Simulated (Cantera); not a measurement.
Charge: 1 mol CH2F2, 2 mol F2, at 0.550 bar.

Equilibrium computed with Cantera from the NASA thermochemical tables; the gas is ideal and each condensed phase is pure. Candidate condensed phases: C, C6H6, C7H8, C8H18; 95 gas species. Gases not in the tables: C2F6 and larger saturated fluorocarbons. Equilibrium is a limit: real reactors are often held back by kinetics, nucleation or transport.

At 2123 K, list the 4 most abundant gas species with their mole fractions, and the condensed phases.

HF 0.660, CF4 0.325, F 0.00947, CF2 0.00405. Condensed: gas only.
